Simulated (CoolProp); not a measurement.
Vapour-liquid equilibrium of dimethyl ether (1) + chloromethane (R40) (2) at 0.809 MPa; x and y are mole fractions of (1).

Values from CoolProp's multi-fluid Helmholtz-energy mixture model, Wu 2011 and Thol 2014; pair parameters Bell 2016.

Question: Give the bubble temperature and the first vapour's composition at x = 0.05, 0.65, 0.725. Is there an azeotrope?

Answer: x = 0.05: 310.6 K, y = 0.044; x = 0.65: 311.5 K, y = 0.664; x = 0.725: 311.2 K, y = 0.742. y crosses x between x = 0.425 and 0.5: the model has an azeotrope there.

The pair parameters rest on a limited set of measurements; away from them the model extrapolates.
